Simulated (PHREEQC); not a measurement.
**Nickel, zinc or cadmium bath**

Make-up at 25 °C: 0.097 mol ZnSO4 and 0.0048 mol H3BO3 per kg of water. Closed to the air; pH follows from the charge balance.

Equilibrium calculation in PHREEQC: ion-association model, phreeqc.dat.

No solid was allowed to form.

### Question
Estimate the pH, ionic strength.

### Answer
pH 5.51; ionic strength 0.196 mol/kgw.

### Question
In which forms is Zn present?

### Answer
Zn+2 51 %, ZnSO4 38 %, Zn(SO4)2-2 12 % of the Zn.
